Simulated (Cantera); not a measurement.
Cantera with NASA thermochemical tables; ideal gases at 1 bar, condensed phases pure. Values are per mole of reaction as written; species without (g) are pure solids or liquids, kept so even where they would boil at 1 bar. The tables' values for BOCl are old estimates.

### Question
Between 1250 and 1850 K, where is each reaction favourable under standard conditions?
- 3 BOCl(g) = 3 Cl(g) + B₂O₃(g) + B

### Answer
- 3 BOCl(g) = 3 Cl(g) + B₂O₃(g) + B: ΔG° is 375 kJ at 1250 K and 318 kJ at 1850 K; it stays positive (K < 1). ΔH° is 499 kJ and ΔS° 98 J/K at 1850 K.
